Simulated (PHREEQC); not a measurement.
## Ultrapure water in contact with air or piping

Synthetic water in mg/L, 12 °C, pH 6.09, pe -0.1: Na 0.013; K 0.000413; Ca 0.0143; Mg 0.00165; Cl 0.0131; S(6) as SO4 0.019; Alkalinity as HCO3 0.0428; Fe(2) 0.000344; B 5.62e-06; Si as SiO2 1.71e-05; N(-3) as NH4 2.06e-05.

Valence states are taken as typed.

Computed with PHREEQC (ion-association model, wateq4f.dat).

Each row changes one thing in this solution. No solid was allowed to form.

```tsv
case	ionic strength (mol/kgw)	CO2 (mol/kgw)	HCO3- (mol/kgw)	CO3-2 (mol/kgw)	CaSO4 (mol/kgw)	SI of Quartz (SiO2)
as made	2.90e-6	3.41e-6	1.51e-6	6.44e-11	1.22e-11	-5.37
Alkalinity from 0.0428 to 0.0214 mg/L	2.72e-6	2.62e-6	1.16e-6	4.94e-11	1.22e-11	-5.37
pH from 6.09 to 7.09 at the same alkalinity	2.16e-6	1.67e-7	7.39e-7	3.15e-10	1.22e-11	-5.37
S(6) from 0.019 to 0.038 mg/L	3.29e-6	3.41e-6	1.51e-6	6.44e-11	2.44e-11	-5.37
pH from 6.09 to 5.5 at the same alkalinity	5.25e-6	3.40e-5	3.87e-6	4.25e-11	1.21e-11	-5.37
```

Away from 25 °C the constants follow the database's enthalpies or fits; those with neither stay at their 25 °C values.
